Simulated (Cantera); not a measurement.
A perfectly stirred reactor is fed with H2 : O2 : N2 = 1 : 0.862 : 3.24 (molar parts), at 10.0 bar; it is adiabatic with a 550 K inlet, and is followed from long to short residence time, starting on the burning branch (τ in s: 0.033, 0.016, 0.0081, 0.004, 0.002, 0.00098, 0.00048, 0.00024, 0.00012, 5.9e-05, 2.9e-05, 1.4e-05, 7.1e-06).

Detailed kinetics in Cantera: GRI-Mech 3.0 (53 species, 325 reactions). The hydrogen kinetics of GRI-Mech 3.0 are dated; newer H2 mechanisms differ, most at raised pressure.

Question: What does this change do: inlet temperature 550 to 325 K?

Answer: 
```csv
quantity,before,after
"blow-out, bracketed by the residence times tried","burning at 7.10 µs, the shortest tried","burning at 7.10 µs, the shortest tried"
x(H2) at τ = 33.0 ms,9.98e-5,5.98e-5
x(O2) at τ = 33.0 ms,0.0782,0.0785
x(H2O2) at τ = 33.0 ms,3.88e-7,2.68e-7
x(HO2) at τ = 33.0 ms,3.96e-6,2.57e-6
x(OH) at τ = 33.0 ms,0.00147,0.000660
x(H2) at τ = 0.480 ms,0.000844,0.000994
x(O2) at τ = 0.480 ms,0.0780,0.0785
x(H2O2) at τ = 0.480 ms,9.44e-7,1.31e-6
x(HO2) at τ = 0.480 ms,1.54e-5,2.79e-5
x(OH) at τ = 0.480 ms,0.00301,0.00187
```
